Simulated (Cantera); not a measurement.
Al(CH₃)₃ + H₂O + N₂ (aluminium nitride and oxide growth)

A closed system holds: 1 mol Al(CH₃)₃, 2 mol H₂O, 550 mol N₂, at 0.000180 bar.

These are equilibrium values from Cantera (NASA tables, ideal gas, pure condensed phases), not measurements of a reactor. Candidate condensed phases: Al, AlN, Al₂O₃, C, C₆H₆, C₇H₈, C₈H₁₈, H₂O; 148 gas species. The feed counts by its element totals alone. Condensed phases not in the tables: aluminium oxynitride. Rates play no part.

From 923 K to 1023 K the condensed part is Al₂O₃(s) + C(graphite). From 1123 K to 1623 K the condensed part is AlN(s) + C(graphite). From 1723 K to 2123 K the condensed part is C(graphite). At 2223 K nothing is condensed.

```tsv
T (K)	x N₂	x H	x H₂	x CO	x Al	x HCN	n Al₂O₃(s)	n C(graphite)	n AlN(s)
923	0.987	1.97e-9	0.0117	0.000898	<1e-12	1.46e-7	0.500	2.50	0
1023	0.987	3.33e-8	0.0117	0.000898	<1e-12	7.98e-7	0.500	2.50	0
1123	0.985	3.43e-7	0.0116	0.00358	<1e-12	3.21e-6	0	0.998	1.00
1223	0.985	2.42e-6	0.0116	0.00358	2.36e-10	1.02e-5	0	0.994	1.00
1323	0.985	1.27e-5	0.0116	0.00358	2.75e-8	2.74e-5	0	0.985	1.000
1423	0.985	5.33e-5	0.0116	0.00358	1.62e-6	6.37e-5	0	0.964	0.999
1523	0.985	0.000185	0.0115	0.00358	5.58e-5	0.000132	0	0.925	0.969
1623	0.983	0.000546	0.0112	0.00358	0.00123	0.000247	0	0.858	0.310
1723	0.982	0.00141	0.0107	0.00357	0.00178	0.000425	0	0.753	0
1823	0.981	0.00317	0.00966	0.00357	0.00178	0.000668	0	0.606	0
1923	0.979	0.00626	0.00795	0.00356	0.00178	0.000949	0	0.428	0
2023	0.977	0.0106	0.00561	0.00356	0.00178	0.00119	0	0.248	0
2123	0.975	0.0152	0.00323	0.00355	0.00177	0.00130	0	0.0880	0
2223	0.973	0.0187	0.00154	0.00354	0.00177	0.00110	0	0	0
```
x: gas mole fraction; n: condensed amount in mol.
